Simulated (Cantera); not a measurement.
Input (Python, Cantera) and output of one run.

```python
import numpy as np
import cantera as ct

gas_names = """
    AL ALCL ALCL2 ALCL3 ALH AL2 AL2CL6 CL CL2 H HCL H2
""".split()
cond_names = """
    AL(cr) AL(L) ALCL3(s) ALCL3(L)
""".split()


# ... load() reads the species with a 1 bar reference pressure and builds the phases ...
atoms = {
    'Al': {'AL': 1},
    'HCl': {'H': 1, 'CL': 1},
    'H2': {'H': 2},
}
top_T = {}  # K; cautious upper limits of use, not melting points


# ... equilibrate(T, P, feed) seeds the gas with the atoms and calls Mixture.equilibrate('TP', solver="vcs", rtol=1e-11, max_steps=5000) ...
results = []
feed = {'Al': 1, 'HCl': 2, 'H2': 5.5}  # mol
P = 40000  # Pa
for T in [775, 800, 825, 850, 875, 900, 925, 950, 975]:
    mix = equilibrate(T, P, feed)
    results.append((T, P, feed, dict(zip(mix.species_names, mix.species_moles))))

top = {s: max(r[3][s] / sum(r[3][g] for g in gas_names) for r in results) for s in gas_names}
cols = sorted((s for s in top if top[s] > 1e-05), key=lambda s: -top[s])[:7]
seen = [c for c in cond_names if any(r[3].get(c, 0) > 1e-12 for r in results)]
print("log10 of partial pressures in bar; condensed amounts in mol")
print(f"{'T/K':>10s}" + "".join(f"{s[:9]:>10s}" for s in cols + seen))
for T, P, feed, n in results:
    ng = sum(n[g] for g in gas_names)
    print(f"{T:10.4g}" + "".join(f"{np.log10(max(n[s] / ng * P / 1e5, 1e-99)):10.3f}" for s in cols)
          + "".join(f"{n.get(c, 0):10.4g}" for c in seen))
```

Result:

```
log10 of partial pressures in bar; condensed amounts in mol
       T/K        H2     ALCL3    AL2CL6      ALCL     ALCL2       HCL    AL(cr)     AL(L)
       775    -0.435    -1.550    -2.326    -4.859    -4.827    -6.316    0.3331         0
       800    -0.437    -1.508    -2.492    -4.551    -4.575    -6.089    0.3328         0
       825    -0.438    -1.480    -2.671    -4.266    -4.346    -5.879    0.3324         0
       850    -0.439    -1.463    -2.855    -4.001    -4.136    -5.685    0.3317         0
       875    -0.440    -1.452    -3.039    -3.754    -3.943    -5.503    0.3306         0
       900    -0.440    -1.446    -3.221    -3.523    -3.764    -5.333    0.3288         0
       925    -0.440    -1.443    -3.398    -3.305    -3.596    -5.173    0.3259         0
       950    -0.441    -1.442    -3.569    -3.107    -3.443    -5.019         0    0.3219
       975    -0.441    -1.443    -3.734    -2.923    -3.300    -4.871         0    0.3161
```

Equilibrium computed with Cantera from the NASA thermochemical tables; the gas is ideal and each condensed phase is pure. The tables' values for AlCl2 are old estimates; treat these amounts as uncertain.
